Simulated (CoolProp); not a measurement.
Computed with CoolProp (reference Helmholtz-energy equation of state, McLinden 2015).

Task: Give the vapour pressure (kPa), liquid density (kg/m³), vapour density (kg/m³) of saturated the fluoroketone C6F12O (FK-5-1-12) at 338.8, 347.5, 356.2 K.

Result: 
```csv
T (K),p (kPa),liquid density (kg/m³),vapour density (kg/m³)
338.8,174,1470,21.6
347.5,226,1440,27.9
356.2,288,1410,35.6
```
